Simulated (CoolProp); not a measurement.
Vapour-liquid equilibrium of acetone (1) + cyclohexane (2) at 97.3 kPa; x and y are mole fractions of (1).

Model: multi-fluid Helmholtz-energy mixture model, Lemmon 2006 and Zhou 2014; pair parameters Bell 2016, in CoolProp.

Q: Give the bubble temperature and the first vapour's composition at x = 0.35, 0.65, 0.95. Is there an azeotrope?

A: x = 0.35: 54.2 °C, y = 0.638; x = 0.65: 52.6 °C, y = 0.708; x = 0.95: 53.8 °C, y = 0.920. y crosses x between x = 0.65 and 0.8: the model has an azeotrope there.

The pair parameters rest on a limited set of measurements; away from them the model extrapolates.
